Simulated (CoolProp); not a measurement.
Vapour-liquid equilibrium of methanol (1) + benzene (2) at 416.9 K; x and y are mole fractions of (1).

Model: multi-fluid Helmholtz-energy mixture model, de Reuck 1993 and Thol 2012; pair parameters Bell 2016, in CoolProp.

```tsv
x	bubble pressure (kPa)	y at the bubble point	dew pressure at overall composition x (kPa)	liquid density (mol/L)
0.05	669.8	0.234	539.4	9.649
0.2	944.5	0.485	642.2	10.38
0.35	1074	0.579	779.2	11.31
0.5	1147	0.643	965.0	12.55
0.65	1195	0.712	1154	14.18
0.8	1219	0.807	1218	16.36
0.95	1209	0.944	1207	19.27
```

y crosses x between x = 0.8 and 0.95: the model has an azeotrope there.

The pair parameters rest on a limited set of measurements; away from them the model extrapolates.
